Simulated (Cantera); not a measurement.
Cantera run, input and output.

```python
import numpy as np
import cantera as ct

gas = ct.Solution("h2o2.yaml")
gas.TPX = 300, 100000, {'H2': 1, 'O2': 0.781, 'N2': 2.94, 'H2O': 0.11}
inlet = ct.Reservoir(gas, clone=True)
gas.equilibrate("HP")  # start burning
reactor = ct.IdealGasConstPressureReactor(gas, energy="on", clone=False)
exhaust = ct.Reservoir(gas, clone=True)
tau = [0.02, 0.0094, 0.0043, 0.002, 0.00092, 0.00043, 0.0002, 9.1e-05, 4.2e-05, 1.9e-05, 9e-06][0]
for a, b in ((inlet, reactor), (reactor, exhaust)):
    ct.MassFlowController(a, b, mdot=lambda t: reactor.mass / tau)
net = ct.ReactorNet([reactor])
show = ['H2', 'O2', 'H2O', 'HO2', 'OH', 'H2O2', 'H']

rows = []
print(f"{'tau/s':>10s}{'T/K':>9s}" + "".join(f"{s:>11s}" for s in show))
for tau in [0.02, 0.0094, 0.0043, 0.002, 0.00092, 0.00043, 0.0002, 9.1e-05, 4.2e-05, 1.9e-05, 9e-06]:
    net.initial_time = 0.0
    net.advance(30 * tau)
    before = gas.X
    net.advance(40 * tau)
    drift = np.max(np.abs(gas.X - before) / (gas.X + 1e-9))
    rows.append([gas.T, *gas[show].X, drift])
    print(f"{tau:10.3e}{gas.T:9.1f}" + "".join(f"{x:11.3e}" for x in gas[show].X))
```

It prints:

```
     tau/s      T/K         H2         O2        H2O        HO2         OH       H2O2          H
 2.000e-02   1856.9  9.117e-04  6.420e-02  2.532e-01  3.959e-06  3.336e-03  2.286e-07  1.487e-04
 9.400e-03   1846.6  1.476e-03  6.412e-02  2.520e-01  6.010e-06  4.177e-03  3.067e-07  3.093e-04
 4.300e-03   1830.1  2.418e-03  6.410e-02  2.500e-01  9.279e-06  5.216e-03  4.179e-07  6.589e-04
 2.000e-03   1805.1  3.855e-03  6.423e-02  2.472e-01  1.395e-05  6.346e-03  5.709e-07  1.358e-03
 9.200e-04   1766.8  6.021e-03  6.463e-02  2.430e-01  2.041e-05  7.473e-03  8.036e-07  2.735e-03
 4.300e-04   1711.8  8.998e-03  6.551e-02  2.373e-01  2.846e-05  8.328e-03  1.184e-06  5.170e-03
 2.000e-04   1634.8  1.304e-02  6.720e-02  2.295e-01  3.830e-05  8.637e-03  1.900e-06  9.173e-03
 9.100e-05   1529.1  1.910e-02  7.051e-02  2.187e-01  5.107e-05  8.084e-03  3.418e-06  1.506e-02
 4.200e-05   1388.7  3.166e-02  7.798e-02  2.013e-01  7.084e-05  6.419e-03  6.476e-06  2.112e-02
 1.900e-05    300.0  2.070e-01  1.617e-01  2.277e-02 -7.388e-16 -9.167e-21 -1.453e-16 -9.176e-23
 9.000e-06    300.0  2.070e-01  1.617e-01  2.277e-02 -1.427e-19 -1.833e-24 -2.807e-20 -1.811e-26
```

Computed with Cantera and the H2/O2 subset of GRI-Mech 3.0, which has no nitrogen chemistry.
